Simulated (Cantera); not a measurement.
Source: NASA polynomial tables (part measured, part estimated), evaluated in Cantera. Values are per mole of reaction as written; species without (g) are pure solids or liquids, kept so even where they would boil at 1 bar. VN: taken at fixed stoichiometry.

2 V2O5 + 4 NO2(g) ⇌ 9 O2(g) + 4 VN, with ΔH° = 2095.8 kJ and ΔS° = 773.7 J/K at 300 K.

Problem. How far is the shortcut ΔG° ≈ ΔH°(300 K) − T·ΔS°(300 K) from the full temperature-dependent value at 650, 700, 750, 800, 850, 900, 950, 1000, 1050, 1100 K?

Solution. 
```tsv
T (K)	shortcut (kJ)	full (kJ)	difference (kJ)	difference in log10 K	condensed phases
650	1593.0	1595.5	-2.5	0.20	V2O5(s), VN(s)
700	1554.3	1557.8	-3.5	0.26	V2O5(s), VN(s)
750	1515.6	1520.2	-4.6	0.32	V2O5(s), VN(s)
800	1476.9	1482.9	-6.0	0.39	V2O5(s), VN(s)
850	1438.2	1445.7	-7.4	0.46	V2O5(s), VN(s)
900	1399.6	1408.6	-9.0	0.52	V2O5(s), VN(s)
950	1360.9	1372.6	-11.7	0.64	V2O5(l), VN(s)
1000	1322.2	1342.6	-20.4	1.07	V2O5(l), VN(s)
1050	1283.5	1312.8	-29.3	1.46	V2O5(l), VN(s)
1100	1244.8	1283.2	-38.4	1.82	V2O5(l), VN(s)
```
The shortcut ignores heat capacities and the phase changes listed.
